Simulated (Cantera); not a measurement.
**Aluminium and copper etching: Cu + F2 + N2**

Input: 1 mol Cu, 2.1 mol F2, 1.1 mol N2, equilibrated at 1548 K.

These are equilibrium values from Cantera (NASA tables, ideal gas, pure condensed phases), not measurements of a reactor. Candidate condensed phases: Cu, CuF2; 11 gas species. The numbers say what is thermodynamically allowed, not how fast it happens.

| P (Pa) | log p F | log p N2 | log p CuF2 | log p CuF | log p F2 | log p Cu | log p NF3 | log p NF2 | n CuF2(l) |
|---|---|---|---|---|---|---|---|---|---|
| 1 | -5.24 | -5.66 | -6.20 | -5.86 | -11.53 | -9.66 | <-17 | <-17 | 0 |
| 5.20 | -4.55 | -4.91 | -5.11 | -5.46 | -10.15 | -9.94 | <-16 | <-16 | 0 |
| 27 | -3.85 | -4.17 | -4.25 | -5.29 | -8.76 | -10.47 | <-15 | -14.58 | 0 |
| 140 | -3.14 | -3.45 | -3.50 | -5.25 | -7.34 | -11.14 | <-14 | -12.80 | 0 |
| 720 | -2.43 | -2.74 | -2.78 | -5.24 | -5.92 | -11.84 | -12.98 | -11.03 | 0 |
| 3700 | -1.72 | -2.02 | -2.07 | -5.24 | -4.50 | -12.55 | -10.50 | -9.25 | 0 |
| 19000 | -1.02 | -1.31 | -1.35 | -5.23 | -3.09 | <-12 | -8.03 | -7.48 | 0 |
| 100000 | -0.24 | -0.49 | -1.16 | -5.81 | -1.52 | <-12 | -5.27 | -5.51 | 0.760 |
log p: log10 of the partial pressure in bar; n: condensed amount in mol.

From 1.00 Pa to 0.190 bar nothing is condensed. At 1.00 bar the condensed part is CuF2(l). The main Cu-bearing gas is CuF at 1.00 Pa and CuF2 at 1.00 bar.
